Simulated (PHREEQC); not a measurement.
Model water analysis in mmol/kgw, 25 °C, pH 3.53, pe 12.7:

```tsv
constituent	mmol/kgw
Na	65.9
K	0.574
Ca	16.9
Mg	10.2
Cl	24.6
S(6)	47.4
Br	1.88
Cu(2)	0.516
```

Cl is adjusted to close the charge balance.
Valence states are taken as typed.

Equilibrium calculation in PHREEQC: ion-association model, phreeqc.dat.

```
Property                     Result
--------------------  -------------
ionic strength        0.143 mol/kgw
specific conductance     9050 µS/cm
density                 1.004 g/cm³
total alkalinity      -0.779 meq/kg
```

```csv
species,molality,activity,log γ
Na+,0.0626,0.0479,-0.116
SO4-2,0.0320,0.0106,-0.482
Cl-,0.0258,0.0191,-0.131
Ca+2,0.0103,0.00363,-0.453
CaSO4,0.00659,0.00681,0.014
Mg+2,0.00540,0.00200,-0.430
MgSO4,0.00480,0.00496,0.014
NaSO4-,0.00331,0.00253,-0.116
Br-,0.00188,0.00136,-0.141
K+,0.000536,0.000395,-0.132
HSO4-,0.000398,0.000303,-0.118
H+,0.000364,0.000295,-0.091
Cu+2,0.000290,0.000105,-0.442
CuSO4,0.000218,0.000226,0.014
```

Precipitation was switched off in this run. Examples of supersaturated solids here: Gypsum. Others may be too.
